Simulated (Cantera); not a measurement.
A Cantera script and what it prints.

```python
import numpy as np
import cantera as ct

gas_names = """
    N NO NO2 NO3 N2 N2O O O2 O3 Si SiN SiO SiO2 Si2 Si2N Si3
""".split()
cond_names = """
    Si(cr) Si(L) SiO2(Lqz) SiO2(hqz) SiO2(L) Si2N2O(s) Si3N4(a)
""".split()


# ... load() reads the species with a 1 bar reference pressure and builds the phases ...
atoms = {
    'Si': {'Si': 1},
    'N2O': {'N': 2, 'O': 1},
    'N2': {'N': 2},
}
top_T = {'Si2N2O(s)': 2100, 'Si3N4(a)': 2400}  # K; cautious upper limits of use, not melting points


# ... equilibrate(T, P, feed) seeds the gas with the atoms and calls Mixture.equilibrate('TP', solver="vcs", rtol=1e-11, max_steps=5000) ...
results = []
T = 1900  # K
P = 2.1  # Pa
for m in [0.15, 0.47, 0.78, 1.1, 1.4, 1.7, 2, 2.4, 2.7]:
    feed = {'Si': 1, 'N2O': m, 'N2': 52}  # mol
    mix = equilibrate(T, P, feed)
    results.append((T, P, feed, dict(zip(mix.species_names, mix.species_moles))))

top = {s: max(r[3][s] / sum(r[3][g] for g in gas_names) for r in results) for s in gas_names}
cols = sorted((s for s in top if top[s] > 1e-05), key=lambda s: -top[s])[:8]
seen = [c for c in cond_names if any(r[3].get(c, 0) > 1e-12 for r in results)]
print("log10 of partial pressures in bar; condensed amounts in mol")
print(f"{'n(N2O)':>10s}" + "".join(f"{s[:9]:>10s}" for s in cols + seen))
for T, P, feed, n in results:
    ng = sum(n[g] for g in gas_names)
    print(f"{feed['N2O']:10.4g}" + "".join(f"{np.log10(max(n[s] / ng * P / 1e5, 1e-99)):10.3f}" for s in cols)
          + "".join(f"{n.get(c, 0):10.4g}" for c in seen))
```

Result:

```
log10 of partial pressures in bar; condensed amounts in mol
    n(N2O)        N2       SiO        Si        O2         O        NO      SiO2       SiN
      0.15    -4.686    -7.227    -6.475   -25.157   -16.104   -16.773   -18.445    -9.293
      0.47    -4.686    -6.734    -6.682   -23.755   -15.403   -16.072   -17.250    -9.501
      0.78    -4.686    -6.516    -7.067   -22.552   -14.801   -15.470   -16.431    -9.885
       1.1    -4.687    -6.412   -14.111    -8.256    -7.653    -8.322    -9.179   -16.929
       1.4    -4.688    -6.418   -14.544    -7.400    -7.225    -7.895    -8.756   -17.363
       1.7    -4.690    -6.422   -14.702    -7.094    -7.072    -7.743    -8.608   -17.522
         2    -4.691    -6.427   -14.799    -6.908    -6.979    -7.650    -8.519   -17.620
       2.4    -4.693    -6.432   -14.889    -6.739    -6.895    -7.567    -8.441   -17.710
       2.7    -4.694    -6.436   -14.940    -6.645    -6.848    -7.520    -8.398   -17.762
```

Equilibrium computed with Cantera from the NASA thermochemical tables; the gas is ideal and each condensed phase is pure. The tables' values for SiO2, SiN are old estimates; treat these amounts as uncertain.
